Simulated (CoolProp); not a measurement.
Vapour-liquid equilibrium of carbon dioxide (1) + carbonyl sulfide (2) at 258.4 K; x and y are mole fractions of (1).

Model: multi-fluid Helmholtz-energy mixture model, Span 1996 and Lemmon 2006; pair parameters Bell 2016, in CoolProp.

Give the bubble pressure and the first vapour's composition at x = 0.05, 0.275, 0.725. Is there an azeotrope?

x = 0.05: 572.6 kPa, y = 0.300; x = 0.275: 1146 kPa, y = 0.691; x = 0.725: 1879 kPa, y = 0.890. No azeotrope shows between x = 0.05 and 0.95.

Pair parameters are fitted to limited data, so mixtures are less certain than the pure fluids.
